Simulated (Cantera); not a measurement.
## NO annealing gas

A perfectly stirred reactor is fed with NO : N2 = 1 : 2.4 (molar parts), at 0.132 atm; it is held at 1948 K, and followed from long to short residence time.

Model: GRI-Mech 3.0 (53 species, 325 reactions), integrated in Cantera.

```csv
τ (s),x NO,x O2,x N2O,x NO2,x O,x N2
5.9,0.168,0.0627,1.10e-5,6.35e-5,0.000317,0.769
1.9,0.241,0.0262,2.36e-5,6.05e-5,0.000218,0.732
0.59,0.278,0.00817,3.23e-5,4.36e-5,0.000144,0.714
0.19,0.289,0.00247,3.51e-5,3.29e-5,0.000109,0.708
0.059,0.293,0.000690,3.47e-5,2.72e-5,9.19e-5,0.707
0.019,0.294,0.000171,3.09e-5,2.22e-5,7.51e-5,0.706
0.0058,0.294,2.40e-5,2.22e-5,1.32e-5,4.53e-5,0.706
0.0018,0.294,1.76e-6,1.15e-5,4.04e-6,1.63e-5,0.706
```
x: mole fraction; the columns are a selection and need not sum to one.
